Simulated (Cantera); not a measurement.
## Moist CO burnout

An isothermal, constant-pressure homogeneous reactor starts with 0.736 % CO, 2.33 % O2, 0.0562 % H2O, 96.9 % N2, at 975 K and 0.132 atm.

Cantera simulation using GRI-Mech 3.0 (53 species, 325 reactions); the numbers are that mechanism's predictions, not measurements.

| t (s) | x CO | x O2 | x H2O | x H | x N2O |
|---|---|---|---|---|---|
| 2.00e-5 | 0.00736 | 0.0233 | 0.000562 | <1e-12 | <1e-12 |
| 5.79e-5 | 0.00736 | 0.0233 | 0.000562 | <1e-12 | <1e-12 |
| 0.000168 | 0.00736 | 0.0233 | 0.000562 | <1e-12 | <1e-12 |
| 0.000485 | 0.00736 | 0.0233 | 0.000562 | <1e-12 | <1e-12 |
| 0.00140 | 0.00736 | 0.0233 | 0.000562 | <1e-12 | <1e-12 |
| 0.00406 | 0.00736 | 0.0233 | 0.000562 | <1e-12 | <1e-12 |
| 0.0118 | 0.00736 | 0.0233 | 0.000562 | 1.30e-12 | <1e-12 |
| 0.0340 | 0.00736 | 0.0233 | 0.000562 | 6.53e-12 | <1e-12 |
| 0.0985 | 0.00736 | 0.0233 | 0.000562 | 4.69e-11 | <1e-12 |
| 0.285 | 0.00736 | 0.0233 | 0.000562 | 3.04e-9 | 1.58e-11 |
| 0.825 | 0.00372 | 0.0214 | 0.000545 | 1.27e-5 | 8.31e-8 |
| 2.39 | 0.000519 | 0.0199 | 0.000561 | 7.84e-7 | 1.40e-7 |
| 6.91 | 6.10e-5 | 0.0197 | 0.000563 | 3.44e-8 | 1.56e-7 |
| 20.0 | 6.27e-6 | 0.0196 | 0.000564 | 1.33e-9 | 1.61e-7 |
x: mole fraction; the columns are a selection and need not sum to one.

Equilibrium at this temperature and pressure: CO 3.70e-12, O2 0.0196, H2O 0.000564, H <1e-12, N2O 2.76e-10 (gas phase only).
